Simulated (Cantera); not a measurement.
## Abatement and gas-phase synthesis: HBr + H₂

Charge: 1 mol HBr, 0.58 mol H₂, held at 0.133 bar.

Equilibrium computed with Cantera from the NASA thermochemical tables; the gas is ideal and each condensed phase is pure. Candidate condensed phases: Br₂; 5 gas species. The numbers say what is thermodynamically allowed, not how fast it happens.

From 602 °C to 3002 °C nothing is condensed.

```tsv
T (°C)	log p HBr	log p H₂	log p H	log p Br	log p Br₂
602	-1.07	-1.31	-10.95	-6.97	-7.99
802	-1.07	-1.31	-8.49	-5.28	-6.79
1002	-1.07	-1.31	-6.79	-4.12	-5.96
1202	-1.08	-1.31	-5.54	-3.27	-5.37
1402	-1.09	-1.30	-4.59	-2.63	-4.94
1602	-1.12	-1.29	-3.83	-2.15	-4.65
1802	-1.19	-1.27	-3.21	-1.81	-4.52
2002	-1.30	-1.25	-2.70	-1.59	-4.51
2202	-1.45	-1.25	-2.27	-1.45	-4.61
2402	-1.63	-1.26	-1.92	-1.36	-4.77
2602	-1.83	-1.32	-1.63	-1.33	-4.97
2802	-2.06	-1.42	-1.41	-1.32	-5.20
3002	-2.32	-1.58	-1.26	-1.33	-5.43
```
log p: log10 of the partial pressure in bar; nothing condenses.
